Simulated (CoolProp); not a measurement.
Vapour-liquid equilibrium of propane (1) + isopentane (2) at 54.65 °C; x and y are mole fractions of (1).

Model: multi-fluid Helmholtz-energy mixture model, Lemmon 2009 and Lemmon 2006; pair parameters Kunz 2012, in CoolProp.

```json
[
 {"x": "0.05", "bubble pressure, mixture model (bar)": "3.210", "bubble pressure, Raoult's law (bar)": "3.180", "y, mixture model": "0.282", "y, Raoult's law": "0.298"},
 {"x": "0.2", "bubble pressure, mixture model (bar)": "5.628", "bubble pressure, Raoult's law (bar)": "5.667", "y, mixture model": "0.624", "y, Raoult's law": "0.668"},
 {"x": "0.35", "bubble pressure, mixture model (bar)": "7.936", "bubble pressure, Raoult's law (bar)": "8.154", "y, mixture model": "0.762", "y, Raoult's law": "0.813"},
 {"x": "0.5", "bubble pressure, mixture model (bar)": "10.25", "bubble pressure, Raoult's law (bar)": "10.64", "y, mixture model": "0.843", "y, Raoult's law": "0.890"},
 {"x": "0.65", "bubble pressure, mixture model (bar)": "12.62", "bubble pressure, Raoult's law (bar)": "13.13", "y, mixture model": "0.900", "y, Raoult's law": "0.937"},
 {"x": "0.8", "bubble pressure, mixture model (bar)": "15.14", "bubble pressure, Raoult's law (bar)": "15.62", "y, mixture model": "0.945", "y, Raoult's law": "0.970"},
 {"x": "0.95", "bubble pressure, mixture model (bar)": "17.91", "bubble pressure, Raoult's law (bar)": "18.10", "y, mixture model": "0.986", "y, Raoult's law": "0.994"}
]
```

The largest gap from Raoult's law is -3.9 % in bubble pressure, at x = 0.65. No azeotrope shows between x = 0.05 and 0.95.

The pair parameters rest on a limited set of measurements; away from them the model extrapolates. The gap from Raoult's law changes sign with composition, which may be real or a fault of the pair parameters; it wasn't checked against measurements.
